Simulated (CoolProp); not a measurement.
Saturation properties of n-decane.

Computed with CoolProp (reference Helmholtz-energy equation of state, Lemmon 2006). It is a short technical equation, of lower accuracy than the large ones.

```
T (K)     p (MPa)  liquid density (kg/m³)  liquid cp (kJ/(kg K))
-----  ----------  ----------------------  ---------------------
401.9     0.02718                   643.7                  2.615
413.4     0.03925              (withheld)                  2.664
424.9     0.05530                   624.0             (withheld)
436.4  (withheld)                   613.8             (withheld)
447.9      0.1030                   603.3                  2.815
459.4      0.1366                   592.6                  2.866
470.9      0.1782                   581.4                  2.918
482.4  (withheld)                   569.9                  2.971
493.9      0.2906                   557.9                  3.026
505.4  (withheld)                   545.2                  3.084
516.9      0.4507                   531.9                  3.145
528.4      0.5526                   517.7                  3.211
```

Task: Complete the blanks.

Result: 
- 413.4, liquid density (kg/m³): 633.9
- 424.9, liquid cp (kJ/(kg K)): 2.714
- 436.4, p (MPa): 0.07621
- 436.4, liquid cp (kJ/(kg K)): 2.764
- 482.4, p (MPa): 0.2291
- 505.4, p (MPa): 0.3639

It boils at 447.3 K under 1 atm.
